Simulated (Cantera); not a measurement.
## TEOS + CO2 + N2 + O3 (silicon oxide and oxynitride deposition)

Feed: 1 mol TEOS, 0.18 mol CO2, 170 mol N2, 2.5 mol O3, at 1.00 Torr.

Cantera equilibrium calculation (NASA polynomials, part measured and part estimated; ideal gas, pure solids and liquids). Candidate condensed phases: C, C6H6, C7H8, C8H18, H2O, Si, SiC, SiO2, Si2N2O, Si3N4; 151 gas species. The feed counts by its element totals alone. The tables hold silica as quartz up to 1696 K and as liquid above; real silica turns to tridymite and cristobalite and melts near 1996 K. Kinetics and transport are ignored.

| T (K) | x N2 | x H2 | x CO | x H2O | x CO2 | n SiO2(β-quartz) | n SiO2(condensed) |
|---|---|---|---|---|---|---|---|
| 873 | 0.903 | 0.0502 | 0.0375 | 0.00298 | 0.00595 | 1.00 | 0 |
| 973 | 0.903 | 0.0492 | 0.0385 | 0.00395 | 0.00498 | 1.00 | 0 |
| 1073 | 0.903 | 0.0484 | 0.0393 | 0.00475 | 0.00418 | 1.00 | 0 |
| 1173 | 0.903 | 0.0478 | 0.0399 | 0.00539 | 0.00354 | 1.00 | 0 |
| 1273 | 0.903 | 0.0473 | 0.0404 | 0.00589 | 0.00304 | 1.000 | 0 |
| 1373 | 0.903 | 0.0469 | 0.0408 | 0.00627 | 0.00265 | 1.000 | 0 |
| 1473 | 0.903 | 0.0465 | 0.0411 | 0.00658 | 0.00235 | 0.999 | 0 |
| 1573 | 0.903 | 0.0461 | 0.0413 | 0.00686 | 0.00213 | 0.988 | 0 |
| 1673 | 0.902 | 0.0452 | 0.0413 | 0.00751 | 0.00208 | 0.872 | 0 |
| 1773 | 0.899 | 0.0419 | 0.0406 | 0.0102 | 0.00265 | 0 | 0.249 |
x: gas mole fraction; n: condensed amount in mol.

From 873 K to 1673 K the condensed part is SiO2(β-quartz). At 1773 K the condensed part is SiO2(condensed).
